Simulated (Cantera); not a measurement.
An isothermal, constant-pressure homogeneous reactor starts with 22.2 % NO, 77.8 % N₂, at 2175 K and 101000 Pa.

Cantera simulation using GRI-Mech 3.0 (53 species, 325 reactions); the numbers are that mechanism's predictions, not measurements.

x: mole fraction; the columns are a selection and need not sum to one.

```csv
t (s),x NO,x N₂O,x O,x O₂,x NO₂
1.00e-6,0.222,1.86e-7,1.86e-7,6.92e-11,1.34e-9
3.32e-6,0.222,…,…,7.62e-10,…
1.10e-5,0.222,1.99e-6,2.01e-6,8.30e-9,1.35e-7
3.67e-5,0.222,6.05e-6,6.64e-6,9.19e-8,1.02e-6
0.000122,0.222,1.53e-5,2.44e-5,1.17e-6,5.59e-6
0.000405,0.222,2.49e-5,8.98e-5,1.95e-5,2.31e-5
0.00134,0.221,2.58e-5,0.000171,0.000241,4.44e-5
0.00446,0.219,2.53e-5,0.000189,0.00121,4.89e-5
0.0148,0.213,2.36e-5,…,…,…
0.0493,0.189,1.84e-5,0.000334,0.0161,7.71e-5
0.164,0.120,7.44e-6,0.000534,0.0505,7.98e-5
0.544,0.0290,8.68e-7,0.000716,0.0962,2.60e-5
1.81,0.00920,5.36e-7,0.000750,0.106,8.67e-6
6.00,0.00901,5.35e-7,0.000750,0.106,8.49e-6
```

Task: What belongs in the gaps?

Result: 
- 3.32e-6, x N₂O: 6.14e-7
- 3.32e-6, x O: 6.14e-7
- 3.32e-6, x NO₂: 1.41e-8
- 0.0148, x O: 0.000230
- 0.0148, x O₂: 0.00455
- 0.0148, x NO₂: 5.84e-5
